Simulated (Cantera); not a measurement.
Input: 1 mol Si2Cl6, 13 mol H2, equilibrated at 1698 K and 0.100 bar.

Method: chemical equilibrium by Gibbs-energy minimisation in Cantera with the NASA 1993 tables (ideal gas, pure condensed phases). Candidate condensed phases: Si; 19 gas species. The feed counts by its element totals alone. The tables' values for SiCl3, SiCl are old estimates; treat these amounts as uncertain. Gases not in the tables: Si2H6 and higher silanes. Kinetics and transport are ignored.

What is the equilibrium state?


- x(H2) = 0.741
- x(HCl) = 0.148
- x(SiCl2) = 0.106
- x(SiCl3) = 0.00466
- x(SiCl4) = 0.000406
- x(H) = 0.000394
- x(SiHCl3) = 0.000392
- x(SiH2Cl2) = 6.60e-5
- x(Cl) = 6.10e-5
- n(Si(l)) = 0.224 mol
- gas amount = 15.95 mol
